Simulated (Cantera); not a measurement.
# Chlorosilane synthesis and conversion: SiCl4 + Cl2 + H2

Feed: 1 mol SiCl4, 2.3 mol Cl2, 10 mol H2, equilibrated at 852 °C and 750 Torr.

These are equilibrium values from Cantera (NASA tables, ideal gas, pure condensed phases), not measurements of a reactor. Candidate condensed phases: Si; 19 gas species. The tables' values for SiCl3 are old estimates; treat these amounts as uncertain. Equilibrium is a limit: real reactors are often held back by kinetics, nucleation or transport.

```yaml
x(H2): 0.577
x(HCl): 0.348
x(SiCl4): 0.0729
x(SiHCl3): 0.00210
x(SiCl3): 0.000200
x(SiH2Cl2): 7.40e-6
x(SiCl2): 6.75e-6
gas_amount: 13.30 mol
log10 activity of Si(s) (absent): -4.82
```
